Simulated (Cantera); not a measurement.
Charge: 1 mol CH₃F, 0.075 mol HCl, at 2.20 Pa.

Cantera equilibrium calculation (NASA polynomials, part measured and part estimated; ideal gas, pure solids and liquids). Candidate condensed phases: C, C₆H₆, C₇H₈, C₈H₁₈; 118 gas species. The numbers say what is thermodynamically allowed, not how fast it happens.

x: gas mole fraction; n: condensed amount in mol.

| T (K) | x H | x HF | x H₂ | x F | x C₃ | x C | x Cl | n C(graphite) |
|---|---|---|---|---|---|---|---|---|
| 2225 | 0.488 | 0.358 | 0.125 | 0.00131 | 0.000181 | 0.000108 | 0.0199 | 0.996 |
| 2275 | 0.538 | 0.344 | 0.0884 | 0.00230 | 0.000476 | 0.000252 | 0.0212 | 0.992 |
| 2325 | 0.576 | 0.332 | 0.0604 | 0.00405 | 0.00120 | 0.000569 | 0.0220 | 0.984 |
| 2375 | 0.603 | 0.320 | 0.0402 | 0.00712 | 0.00291 | 0.00124 | 0.0224 | 0.965 |
| 2425 | 0.620 | 0.307 | 0.0264 | 0.0123 | 0.00678 | 0.00261 | 0.0226 | 0.920 |
| 2475 | 0.628 | 0.288 | ___ | ___ | ___ | ___ | 0.0223 | ___ |
| 2525 | 0.624 | 0.261 | 0.0109 | 0.0333 | 0.0332 | 0.0106 | 0.0216 | 0.595 |
| 2575 | 0.602 | ___ | ___ | ___ | 0.0701 | ___ | 0.0201 | ___ |
| 2625 | 0.606 | 0.186 | 0.00448 | 0.0718 | 0.0695 | 0.0305 | 0.0194 | 0 |

Fill in the missing entries.


- 2475, x H₂: 0.0171
- 2475, x F: 0.0207
- 2475, x C₃: 0.0153
- 2475, x C: 0.00535
- 2475, n C(graphite): 0.819
- 2575, x HF: 0.220
- 2575, x H₂: 0.00666
- 2575, x F: 0.0503
- 2575, x C: 0.0206
- 2575, n C(graphite): 0.0839
